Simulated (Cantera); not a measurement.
An isothermal, constant-pressure homogeneous reactor starts with H2 : O2 = 0.065 : 1 (molar parts), equivalence ratio 0.033, at 1125 K and 23.3 Torr.

Detailed kinetics in Cantera: the H2/O2 subset of GRI-Mech 3.0, which has no nitrogen chemistry. Radical loss at walls, strong at low pressure, is not modelled. The temperature is held fixed by assumption; the heat of reaction is taken as removed at once.

x: mole fraction; the columns are a selection and need not sum to one.

| t (s) | x H2 | x O2 | x H | x HO2 | x H2O | x OH | x O |
|---|---|---|---|---|---|---|---|
| 7.00e-5 | 0.0610 | 0.939 | 1.44e-9 | ___ | 1.05e-9 | 1.03e-9 | 1.48e-9 |
| 0.000330 | 0.0610 | 0.939 | 6.41e-8 | ___ | 1.62e-7 | 6.13e-8 | 1.05e-7 |
| 0.00155 | 0.00795 | 0.905 | 0.0146 | ___ | 0.0433 | 0.00528 | 0.0237 |
| 0.00732 | 0.000470 | 0.925 | 0.00206 | ___ | 0.0601 | 0.00182 | 0.0106 |
| 0.0345 | 3.60e-5 | 0.936 | 4.35e-5 | ___ | 0.0626 | 0.000498 | 0.000830 |
| 0.162 | 1.94e-6 | 0.937 | 6.11e-7 | ___ | 0.0629 | 0.000121 | 4.81e-5 |
| 0.765 | 1.68e-7 | 0.937 | 1.74e-8 | ___ | 0.0629 | 3.69e-5 | 4.48e-6 |
| 3.60 | 2.26e-8 | 0.937 | 9.20e-10 | ___ | 0.0629 | 1.39e-5 | 6.32e-7 |
| 17.0 | 3.98e-9 | 0.937 | 7.00e-11 | ___ | 0.0630 | 5.87e-6 | 1.13e-7 |
| 80.0 | 1.09e-9 | 0.937 | 1.02e-11 | ___ | 0.0630 | 3.07e-6 | 3.11e-8 |

Task: Some entries are withheld; supply them.

Result: 
- 7.00e-5, x HO2: 1.90e-9
- 0.000330, x HO2: 1.06e-8
- 0.00155, x HO2: 1.30e-5
- 0.00732, x HO2: 9.31e-6
- 0.0345, x HO2: 2.92e-6
- 0.162, x HO2: 3.75e-7
- 0.765, x HO2: 4.55e-8
- 3.60, x HO2: 8.05e-9
- 17.0, x HO2: 3.88e-9
- 80.0, x HO2: 5.21e-9
